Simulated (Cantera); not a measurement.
Input (Python, Cantera) and output of one run.

```python
import numpy as np
import cantera as ct

gas_names = """
    CL CL2 H HCL H2 N NH NH2 NH3 N2 N2H2 N2H4 Si SiCL SiCL2 SiCL3 SiCL4 SiH SiHCL3 SiH2 SiH2CL2 SiH3
    SiH3CL SiH4 SiN Si2 Si2N Si3
""".split()
cond_names = """
    NH4CL(a) NH4CL(b) Si(cr) Si(L) Si3N4(a)
""".split()


# ... load() reads the species with a 1 bar reference pressure and builds the phases ...
atoms = {
    'Si2Cl6': {'Si': 2, 'CL': 6},
    'NH3': {'N': 1, 'H': 3},
    'H2': {'H': 2},
}
top_T = {'Si3N4(a)': 2400}  # K; cautious upper limits of use, not melting points


# ... equilibrate(T, P, feed) seeds the gas with the atoms and calls Mixture.equilibrate('TP', solver="vcs", rtol=1e-11, max_steps=5000) ...
results = []
T = 1450  # K
P = 40  # Pa
for m in [10, 15, 19, 23, 27, 31, 35, 39, 43, 47]:
    feed = {'Si2Cl6': 1, 'NH3': 0.65, 'H2': m}  # mol
    mix = equilibrate(T, P, feed)
    results.append((T, P, feed, dict(zip(mix.species_names, mix.species_moles))))

top = {s: max(r[3][s] / sum(r[3][g] for g in gas_names) for r in results) for s in gas_names}
cols = sorted((s for s in top if top[s] > 1e-05), key=lambda s: -top[s])[:7]
seen = [c for c in cond_names if any(r[3].get(c, 0) > 1e-12 for r in results)]
print("log10 of partial pressures in bar; condensed amounts in mol")
print(f"{'n(H2)':>10s}" + "".join(f"{s[:9]:>10s}" for s in cols + seen))
for T, P, feed, n in results:
    ng = sum(n[g] for g in gas_names)
    print(f"{feed['H2']:10.4g}" + "".join(f"{np.log10(max(n[s] / ng * P / 1e5, 1e-99)):10.3f}" for s in cols)
          + "".join(f"{n.get(c, 0):10.4g}" for c in seen))
```

It prints:

```
log10 of partial pressures in bar; condensed amounts in mol
     n(H2)        H2       HCL     SiCL2        N2     SiCL3         H     SiCL4    Si(cr)
        10    -3.562    -4.178    -4.304    -5.041    -6.160    -6.805    -7.453    0.1999
        15    -3.519    -4.244    -4.480    -5.171    -6.424    -6.784    -7.805    0.3842
        19    -3.499    -4.291    -4.594    -5.253    -6.594    -6.774    -8.032    0.4993
        23    -3.484    -4.332    -4.691    -5.322    -6.740    -6.766    -8.226    0.5953
        27    -3.474    -4.369    -4.776    -5.382    -6.868    -6.761    -8.396    0.6773
        31    -3.465    -4.403    -4.852    -5.434    -6.982    -6.757    -8.548    0.7485
        35    -3.459    -4.434    -4.921    -5.481    -7.085    -6.754    -8.686    0.8113
        39    -3.454    -4.463    -4.984    -5.523    -7.179    -6.751    -8.812    0.8672
        43    -3.449    -4.490    -5.042    -5.561    -7.266    -6.749    -8.927    0.9174
        47    -3.445    -4.515    -5.095    -5.596    -7.346    -6.747    -9.035    0.9628
```

Method: chemical equilibrium by Gibbs-energy minimisation in Cantera with the NASA 1993 tables (ideal gas, pure condensed phases). The feed counts by its element totals alone. The tables' values for SiCl3, SiCl are old estimates; treat these amounts as uncertain.
